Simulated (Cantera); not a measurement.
An adiabatic, constant-pressure homogeneous reactor starts with CH₃OH : O₂ : N₂ = 1 : 4.17 : 15.7 (molar parts), equivalence ratio 0.36, at 1823 K and 10.0 bar. Integrator tolerance rtol = 1e-08.

Model: GRI-Mech 3.0 (53 species, 325 reactions), integrated in Cantera. GRI-Mech 3.0 was tuned for natural gas; its chemistry of methanol as a main component is partial and can be far from experiment.

```csv
quantity,before,after
time of steepest temperature rise,4.50 µs,4.57 µs
temperature at 3.00 s,2532 K,2608 K
equilibrium temperature,2532 K,2608 K
x(CH₃OH) at 3.00 s,<1e-12 (gas-phase equilibrium <1e-12),<1e-12 (gas-phase equilibrium <1e-12)
x(O₂) at 3.00 s,0.114 (gas-phase equilibrium 0.114),0.0113 (gas-phase equilibrium 0.0113)
x(C₂H) at 3.00 s,<1e-12 (gas-phase equilibrium <1e-12),<1e-12 (gas-phase equilibrium <1e-12)
x(OH) at 3.00 s,0.00729 (gas-phase equilibrium 0.00729),0.00540 (gas-phase equilibrium 0.00540)
x(NO₂) at 3.00 s,3.45e-5 (gas-phase equilibrium 3.45e-5),3.83e-6 (gas-phase equilibrium 3.83e-6)
x(HCN) at 3.00 s,5.13e-12 (gas-phase equilibrium 5.13e-12),2.51e-10 (gas-phase equilibrium 2.51e-10)
```

**Question.** Which change was made?
A) O2 4.17 to 1.7 parts
B) initial temperature 1823 to 1425 K
C) constant volume in place of constant pressure
D) N2 15.7 to 35 parts

**Answer.** A, O2 4.17 to 1.7 parts
